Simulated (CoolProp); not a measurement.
Values from CoolProp's reference Helmholtz-energy equation of state, Thol 2016.

Problem. For R1234ze(E), give the phase and the density (kg/m³), isothermal compressibility (1/MPa) at 349.1 K and 3.63 bar; 349.1 K and 13.3 bar.

Solution. 
- 349.1 K and 3.63 bar: gas; density 15.0, isothermal compressibility 2.91
- 349.1 K and 13.3 bar: gas; density 66.1, isothermal compressibility 1.00
